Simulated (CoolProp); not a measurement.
C2F6 (R116) along the isotherm 425 K: density (kg/m³) from the reference equation and from simpler models built on Tc = 293.0 K, pc = 3.048 MPa, ω = 0.257; each cubic takes its own stable root.

Model: reference Helmholtz-energy equation of state, Lemmon 2006, in CoolProp. It is a short technical equation, of lower accuracy than the large ones.

| p (MPa) | phase | reference | ideal gas | van der Waals | Redlich-Kwong | Soave-Redlich-Kwong | Peng-Robinson |
|---|---|---|---|---|---|---|---|
| 0.0482 | gas | 1.885 | 1.883 | 1.886 | 1.886 | 1.885 | 1.886 |
| 0.0857 | gas | 3.355 | 3.347 | 3.358 | 3.357 | 3.354 | 3.357 |
| 0.152 | gas | 5.961 | 5.937 | 5.971 | 5.969 | 5.960 | 5.967 |
| 0.271 | gas | 10.66 | 10.58 | 10.69 | 10.69 | 10.66 | 10.68 |
| 0.482 | gas | 19.07 | 18.83 | 19.17 | 19.15 | 19.06 | 19.13 |
| 0.857 | gas | 34.26 | 33.47 | 34.60 | 34.52 | 34.20 | 34.43 |
| 1.52 | gas | 61.85 | 59.37 | 63.05 | 62.74 | 61.65 | 62.38 |
| 2.71 | gas | 113.7 | 105.8 | 118.4 | 116.8 | 113.0 | 115.3 |
| 4.82 | supercritical | 212.8 | 188.3 | 232.2 | 223.8 | 209.4 | 216.6 |
| 8.57 | supercritical | 401.3 | 334.7 | 462.2 | 432.8 | 385.9 | 405.5 |
| 15.2 | supercritical | 683.5 | 593.7 | 699.9 | 725.3 | 646.9 | 690.4 |
